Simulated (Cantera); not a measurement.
Feed: 1 mol Pb, 20 mol CO, 1.5 mol H₂, held at 30.0 mbar.

These are equilibrium values from Cantera (NASA tables, ideal gas, pure condensed phases), not measurements of a reactor. Candidate condensed phases: C, C₆H₆, C₇H₈, C₈H₁₈, H₂O, Pb, PbO, PbO₂, Pb₃O₄; 113 gas species. Rates play no part.

Task: What share of the Pb ends up in condensed phases as a function of T (K), at 925, 975, 1025, 1075, 1125, 1175, 1225, 1275, 1325, 1375?

Result: 
```csv
T (K),Pb condensed (%),as
925,99.8,Pb(l)
975,99.4,Pb(l)
1025,98.0,Pb(l)
1075,94.6,Pb(l)
1125,86.4,Pb(l)
1175,68.4,Pb(l)
1225,30.9,Pb(l)
1275,0.0,-
1325,0.0,-
1375,0.0,-
```
